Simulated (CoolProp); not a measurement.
Ethanol along the isobar 191 bar: Z from the reference equation and from simpler models built on Tc = 241.6 °C, pc = 62.68 bar, ω = 0.644; each cubic takes its own stable root.

Computed with CoolProp (reference Helmholtz-energy equation of state, Schroeder 2014).

| T (°C) | phase | reference |
|---|---|---|
| 34.55 | liquid | 0.4335 |
| 71.95 | liquid | 0.4019 |
| 109.45 | liquid | 0.3792 |
| 146.85 | liquid | 0.3650 |
| 184.35 | liquid | 0.3599 |
| 221.75 | liquid | 0.3647 |
| 259.25 | supercritical | 0.3853 |
| 296.65 | supercritical | 0.4416 |

Q: How far does each simpler model (van der Waals, Peng-Robinson) lie from the reference over these 8 states: mean and median of the absolute difference, and the worst?

A: 
- van der Waals: mean 67.9 %, median 74.2 %, worst +80.6 % at 34.55 °C and 191 bar
- Peng-Robinson: mean 10.7 %, median 8.3 %, worst +21.3 % at 296.65 °C and 191 bar
